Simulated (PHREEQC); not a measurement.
Synthetic water in mmol/kgw, 25 °C, pH 7.46:

| constituent | mmol/kgw |
|---|---|
| Na | 579 |
| K | 2.45 |
| Ca | 14.3 |
| Mg | 19.9 |
| Cl | 611 |
| S(6) | 24.3 |
| Alkalinity (meq/kgw) | 0.214 |
| Si | 0.0818 |
| Br | 5.99 |

Valence states are taken as typed.

The numbers come from PHREEQC with the Pitzer model, pitzer.dat.

- ionic strength: 0.716 mol/kgw
- activity of water: 0.980
- density: 1.024 g/cm³
- osmotic coefficient: 0.911
- charge-balance error: -1.2 %

```json
[
 {"species": "Cl-", "molality": "0.611", "activity": "0.382", "log γ": "-0.204"},
 {"species": "Na+", "molality": "0.579", "activity": "0.407", "log γ": "-0.153"},
 {"species": "SO4-2", "molality": "0.0243", "activity": "0.00211", "log γ": "-1.061"},
 {"species": "Mg+2", "molality": "0.0199", "activity": "0.00508", "log γ": "-0.593"},
 {"species": "Ca+2", "molality": "0.0143", "activity": "0.00331", "log γ": "-0.635"},
 {"species": "Br-", "molality": "0.00599", "activity": "0.00387", "log γ": "-0.190"},
 {"species": "K+", "molality": "0.00245", "activity": "0.00159", "log γ": "-0.189"}
]
```

This is a speciation only: nothing precipitates in the calculation. Species that the database lacks are ignored.
